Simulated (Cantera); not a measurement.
# Stirred combustor or abatement burner

A perfectly stirred reactor is fed with CH4 : O2 : N2 = 1 : 1.54 : 5.78 (molar parts), at 10.0 bar; it is adiabatic with a 525 K inlet, and is followed from long to short residence time, starting on the burning branch (τ in s: 0.073, 0.032, 0.014, 0.0062, 0.0027, 0.0012, 0.00052, 0.00023, 9.9e-05, 4.3e-05).

Cantera simulation using GRI-Mech 3.0 (53 species, 325 reactions); the numbers are that mechanism's predictions, not measurements.

```
τ (s)    T (K)     x CH4      x O2      x OH    x N2O    x HCN
-------  -----  --------  --------  --------  -------  -------
0.073     2221   4.52e-5   3.05e-5  0.000301  1.16e-8  2.49e-6
0.032     2220   8.85e-5   6.08e-5  0.000323  1.52e-8  5.80e-6
0.014     2219  0.000169  0.000124  0.000350  2.14e-8  1.30e-5
0.0062    2218  0.000311  0.000253  0.000381  3.15e-8  2.66e-5
0.0027    2215  0.000558  0.000526  0.000420  4.72e-8  4.89e-5
0.0012    2210  0.000930   0.00106  0.000470  6.61e-8  7.56e-5
0.00052   2198   0.00149   0.00216  0.000535  8.30e-8  9.68e-5
0.00023   2175   0.00233   0.00435  0.000596  8.75e-8  9.64e-5
9.9e-5    2114   0.00429    0.0100  0.000575  8.21e-8  5.78e-5
4.3e-5     525     0.120     0.185    <1e-12   <1e-12   <1e-12
```
x: mole fraction; the columns are a selection and need not sum to one.
